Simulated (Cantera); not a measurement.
Mixture: 17.9 % H2, 17.2 % O2, 64.8 % N2, 0.154 % NO, at 0.620 bar, adiabatic and at constant volume. Ignition delay is the time to a rise of 400 K.

Cantera simulation using GRI-Mech 3.0 (53 species, 325 reactions); the numbers are that mechanism's predictions, not measurements. The mechanism lacks 2 NO + O2 → 2 NO2 and HONO, so NO2 and the effect of NO are under-described below about 1400 K. Where the delays flatten at high temperature, the 400 K rule measures the pace of heat release, not the induction time.

Task: Predict: delay at 1250 K; delay at 1300 K; delay at 1350 K; delay at 1400 K; delay at 1450 K; delay at 1500 K; delay at 1550 K.

Result: 
```
Property          Result
---------------  -------
delay at 1250 K  62.8 µs
delay at 1300 K  53.1 µs
delay at 1350 K  46.4 µs
delay at 1400 K  41.9 µs
delay at 1450 K  39.0 µs
delay at 1500 K  37.3 µs
delay at 1550 K  36.5 µs
```
